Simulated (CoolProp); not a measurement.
Ethanol at several states: density (kg/m³) from the reference equation and from simpler models built on Tc = 514.7 K, pc = 6.268 MPa, ω = 0.644; each cubic takes its own stable root.

Values from CoolProp's reference Helmholtz-energy equation of state, Schroeder 2014.

```tsv
T (K)	p (MPa)	phase	reference
218.9	0.0231	liquid	852.7
350.4	0.186	liquid	737.7
416.1	20.5	liquid	696.8
191.7	0.148	liquid	877.1
531.4	1.63	gas	18.28
219.6	1.2	liquid	852.8
```

Question: How far does each simpler model (Redlich-Kwong, Soave-Redlich-Kwong, Peng-Robinson) lie from the reference over these 6 states: mean and median of the absolute difference, and the worst?

Answer: 
- Redlich-Kwong: mean 30.4 %, median 19.7 %, worst -99.6 % at 350.4 K and 0.186 MPa
- Soave-Redlich-Kwong: mean 13.8 %, median 16.0 %, worst -17.1 % at 416.1 K and 20.5 MPa
- Peng-Robinson: mean 5.5 %, median 6.0 %, worst -7.1 % at 191.7 K and 0.148 MPa

At some of these states Redlich-Kwong gives the other phase, because its saturation line lies elsewhere.
